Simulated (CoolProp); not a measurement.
Tetrahydrofuran along the isobar 1.41 MPa: fugacity coefficient from the reference equation and from simpler models built on Tc = 267.0 °C, pc = 5.304 MPa, ω = 0.234; each cubic takes its own stable root.

Computed with CoolProp (reference Helmholtz-energy equation of state, Fiedler 2023).

```json
[
 {"T (°C)": "-73.25", "phase": "liquid", "reference": "1.567e-5", "van der Waals": "0.01087", "Redlich-Kwong": "4.422e-5"},
 {"T (°C)": "-36.45", "phase": "liquid", "reference": "0.0004644", "van der Waals": "0.04311", "Redlich-Kwong": "0.001181"},
 {"T (°C)": "0.35", "phase": "liquid", "reference": "0.004842", "van der Waals": "0.1169", "Redlich-Kwong": "0.01058"},
 {"T (°C)": "37.25", "phase": "liquid", "reference": "0.02644", "van der Waals": "0.2486", "Redlich-Kwong": "0.04952"},
 {"T (°C)": "74.05", "phase": "liquid", "reference": "0.09333", "van der Waals": "0.4456", "Redlich-Kwong": "0.1519"},
 {"T (°C)": "110.85", "phase": "liquid", "reference": "0.2443", "van der Waals": "0.7070", "Redlich-Kwong": "0.3513"},
 {"T (°C)": "147.65", "phase": "liquid", "reference": "0.5149", "van der Waals": "0.8576", "Redlich-Kwong": "0.6649"},
 {"T (°C)": "184.45", "phase": "gas", "reference": "0.8472", "van der Waals": "0.8832", "Redlich-Kwong": "0.8570"}
]
```

At some of these states van der Waals gives the other phase, because its saturation line lies elsewhere.
